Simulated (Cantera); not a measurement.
An isothermal, constant-pressure homogeneous reactor starts with CH4 : N2 = 1 : 1.2 (molar parts), at 1573 K and 750 Torr. Integrator tolerance rtol = 1e-08.

Detailed kinetics in Cantera: GRI-Mech 3.0 (53 species, 325 reactions). GRI-Mech 3.0 stops at C3 and has no aromatics, soot or wall deposition, so with more carbon than oxygen in the feed, carbon stays in small species such as C2H2 where larger ones or solid carbon would form.

Question: What does this change do: CH4 1 to 0.48 parts?

Answer: 
```csv
quantity,before,after
x(CH4) at 100 s,0.0405 (gas-phase equilibrium 0.0344),0.0213 (gas-phase equilibrium 0.0167)
x(C2H4) at 100 s,0.00805 (gas-phase equilibrium 0.00561),0.00425 (gas-phase equilibrium 0.00250)
x(H) at 100 s,2.66e-5 (gas-phase equilibrium 2.69e-5),2.26e-5 (gas-phase equilibrium 2.29e-5)
x(CH3) at 100 s,5.17e-5 (gas-phase equilibrium 4.35e-5),3.20e-5 (gas-phase equilibrium 2.48e-5)
x(C2H2) at 100 s,0.136 (gas-phase equilibrium 0.0928),0.0990 (gas-phase equilibrium 0.0571)
```
